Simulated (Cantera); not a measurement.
**MgSO₄ + H₂O + CO₂ (calcination and drying)**

Input: 1 mol MgSO₄, 1.6 mol H₂O, 3.1 mol CO₂, at 10.0 mbar.

Method: chemical equilibrium by Gibbs-energy minimisation in Cantera with the NASA 1993 tables (ideal gas, pure condensed phases). Candidate condensed phases: C, C₆H₆, C₇H₈, C₈H₁₈, H₂O, H₂SO₄, Mg, MgCO₃, MgO, Mg(OH)₂, MgS, MgSO₄, S; 130 gas species. Mutual solubility and eutectic melting of coexisting phases are not modelled. Kinetics and transport are ignored.

| T (K) | x CO₂ | x H₂O | x SO₂ | x O₂ | x SO₃ | n MgO(s) | n MgSO₄(s) |
|---|---|---|---|---|---|---|---|
| 900 | 0.659 | 0.340 | 0.000878 | 0.000439 | 1.23e-5 | 0.00419 | 0.996 |
| 950 | 0.654 | 0.338 | 0.00515 | 0.00258 | 8.76e-5 | 0.0248 | 0.975 |
| 1000 | 0.634 | 0.327 | 0.0252 | 0.0126 | 0.000510 | 0.125 | 0.875 |
| 1050 | 0.554 | 0.286 | 0.105 | 0.0526 | 0.00249 | 0.602 | 0.398 |
| 1100 | 0.501 | 0.258 | 0.159 | 0.0794 | 0.00278 | 1.00 | 0 |
| 1150 | 0.500 | 0.258 | 0.160 | 0.0798 | 0.00177 | 1.00 | 0 |
| 1200 | 0.500 | 0.258 | 0.160 | 0.0801 | 0.00117 | 1.00 | 0 |
| 1250 | 0.500 | 0.258 | 0.161 | 0.0803 | 0.000794 | 1.00 | 0 |
| 1300 | 0.500 | 0.258 | 0.161 | 0.0804 | 0.000557 | 1.00 | 0 |
| 1350 | 0.500 | 0.258 | 0.161 | 0.0804 | 0.000401 | 1.00 | 0 |
| 1400 | 0.500 | 0.258 | 0.161 | 0.0805 | 0.000295 | 1.00 | 0 |
| 1450 | 0.500 | 0.258 | 0.161 | 0.0805 | 0.000222 | 1.00 | 0 |
| 1500 | 0.500 | 0.258 | 0.161 | 0.0805 | 0.000171 | 1.00 | 0 |
x: gas mole fraction; n: condensed amount in mol.

From 900 K to 1050 K the condensed part is MgO(s) + MgSO₄(s). From 1100 K to 1500 K the condensed part is MgO(s).
